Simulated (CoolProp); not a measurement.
Vapour-liquid equilibrium of CH3F (R41) (1) + chloromethane (R40) (2) at 271.1 K; x and y are mole fractions of (1).

Values from CoolProp's multi-fluid Helmholtz-energy mixture model, Lemmon 2006 and Thol 2014; pair parameters Bell 2016.

```json
[
 {"x": "0.05", "bubble pressure, mixture model (MPa)": "0.3262", "bubble pressure, Raoult's law (MPa)": "0.3254", "y, mixture model": "0.282", "y, Raoult's law": "0.296"},
 {"x": "0.125", "bubble pressure, mixture model (MPa)": "0.4546", "bubble pressure, Raoult's law (MPa)": "0.4520", "y, mixture model": "0.509", "y, Raoult's law": "0.533"},
 {"x": "0.2", "bubble pressure, mixture model (MPa)": "0.5827", "bubble pressure, Raoult's law (MPa)": "0.5786", "y, mixture model": "0.637", "y, Raoult's law": "0.667"},
 {"x": "0.275", "bubble pressure, mixture model (MPa)": "0.7095", "bubble pressure, Raoult's law (MPa)": "0.7052", "y, mixture model": "0.720", "y, Raoult's law": "0.752"},
 {"x": "0.35", "bubble pressure, mixture model (MPa)": "0.8343", "bubble pressure, Raoult's law (MPa)": "0.8318", "y, mixture model": "0.778", "y, Raoult's law": "0.812"},
 {"x": "0.425", "bubble pressure, mixture model (MPa)": "0.9571", "bubble pressure, Raoult's law (MPa)": "0.9584", "y, mixture model": "0.821", "y, Raoult's law": "0.855"},
 {"x": "0.5", "bubble pressure, mixture model (MPa)": "1.078", "bubble pressure, Raoult's law (MPa)": "1.085", "y, mixture model": "0.855", "y, Raoult's law": "0.889"},
 {"x": "0.575", "bubble pressure, mixture model (MPa)": "1.198", "bubble pressure, Raoult's law (MPa)": "1.212", "y, mixture model": "0.883", "y, Raoult's law": "0.915"},
 {"x": "0.65", "bubble pressure, mixture model (MPa)": "1.317", "bubble pressure, Raoult's law (MPa)": "1.338", "y, mixture model": "0.907", "y, Raoult's law": "0.937"},
 {"x": "0.725", "bubble pressure, mixture model (MPa)": "1.438", "bubble pressure, Raoult's law (MPa)": "1.465", "y, mixture model": "0.928", "y, Raoult's law": "0.955"},
 {"x": "0.8", "bubble pressure, mixture model (MPa)": "1.562", "bubble pressure, Raoult's law (MPa)": "1.591", "y, mixture model": "0.948", "y, Raoult's law": "0.970"},
 {"x": "0.875", "bubble pressure, mixture model (MPa)": "1.692", "bubble pressure, Raoult's law (MPa)": "1.718", "y, mixture model": "0.967", "y, Raoult's law": "0.982"},
 {"x": "0.95", "bubble pressure, mixture model (MPa)": "1.830", "bubble pressure, Raoult's law (MPa)": "1.845", "y, mixture model": "0.987", "y, Raoult's law": "0.993"}
]
```

The largest gap from Raoult's law is -1.8 % in bubble pressure, at x = 0.8. No azeotrope shows between x = 0.05 and 0.95.

The pair parameters rest on a limited set of measurements; away from them the model extrapolates. The gap from Raoult's law changes sign with composition, which may be real or a fault of the pair parameters; it wasn't checked against measurements.
